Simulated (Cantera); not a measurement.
A perfectly stirred reactor is fed with 41.6 % H₂, 12.2 % O₂, 46.2 % N₂, equivalence ratio 1.7, at 1000000 Pa; it is adiabatic with a 750 K inlet, and is followed from long to short residence time, starting on the burning branch (τ in s: 0.042, 0.019, 0.0089, 0.004, 0.0019, 0.00085, 0.00039, 0.00018, 8.1e-05, 3.7e-05, 1.7e-05).

Model: GRI-Mech 3.0 (53 species, 325 reactions), integrated in Cantera. The hydrogen kinetics of GRI-Mech 3.0 are dated; newer H2 mechanisms differ, most at raised pressure.

### Question
Predict: blow-out, bracketed by the residence times tried; x(H₂) at τ = 42.0 ms; x(O₂) at τ = 42.0 ms; x(H) at τ = 42.0 ms; x(N₂O) at τ = 42.0 ms; x(H₂O₂) at τ = 42.0 ms; x(H₂) at τ = 0.850 ms; x(O₂) at τ = 0.850 ms; x(H) at τ = 0.850 ms; x(N₂O) at τ = 0.850 ms; x(H₂O₂) at τ = 0.850 ms.

### Answer
| Property | Result |
|---|---|
| blow-out, bracketed by the residence times tried | burning at 17.0 µs, the shortest tried |
| x(H₂) at τ = 42.0 ms | 0.194 |
| x(O₂) at τ = 42.0 ms | 1.26e-5 |
| x(H) at τ = 42.0 ms | 0.00389 |
| x(N₂O) at τ = 42.0 ms | 1.80e-8 |
| x(H₂O₂) at τ = 42.0 ms | 2.02e-8 |
| x(H₂) at τ = 0.850 ms | 0.193 |
| x(O₂) at τ = 0.850 ms | 0.000138 |
| x(H) at τ = 0.850 ms | 0.00587 |
| x(N₂O) at τ = 0.850 ms | 1.75e-8 |
| x(H₂O₂) at τ = 0.850 ms | 6.82e-8 |
